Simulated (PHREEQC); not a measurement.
A solution holds 0.017 mol/kgw HF and 0.00097 mol/kgw MnSO4, at 25 °C. Closed to the air; pH follows from the charge balance.

Equilibrium calculation in PHREEQC: ion-association model, phreeqc.dat.

Precipitation was switched off in this run.

Estimate the pH.

pH 2.52.

In which forms is F present?

HF 79 %, F- 19 %, HF2- 2.0 % of the F.
